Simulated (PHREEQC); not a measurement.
Metal-bearing waste water

Consider water at 25 °C and 300 atm with 0.14 mol Pb(NO3)2 and 0.00091 mol CaCl2 per kg of water. Closed to the air; pH follows from the charge balance.

Model: ion-association model, phreeqc.dat, run in PHREEQC.

- pH: 4.31
- ionic strength: 0.280 mol/kgw
- activity of water: 0.994

| species | molality | activity | log γ |
|---|---|---|---|
| NO3- | 0.209 | 0.140 | -0.175 |
| PbNO3+ | 0.0705 | 0.0520 | -0.132 |
| Pb+2 | 0.0686 | 0.0204 | -0.527 |
| Cl- | 0.00105 | 0.000727 | -0.158 |
| Ca+2 | 0.000910 | 0.000273 | -0.523 |
| PbCl+ | 0.000772 | 0.000570 | -0.132 |
| H+ | 6.28e-5 | 4.95e-5 | -0.104 |
| Pb2OH+3 | 5.12e-5 | 3.34e-6 | -1.186 |
| PbOH+ | 1.15e-5 | 8.53e-6 | -0.132 |
| PbCl2 | 5.67e-7 | 6.05e-7 | 0.028 |

No solid was allowed to form. Complexes and solids missing from the database can't appear. Under pressure, the constants of complexes without a molar volume in the database are unreliable.
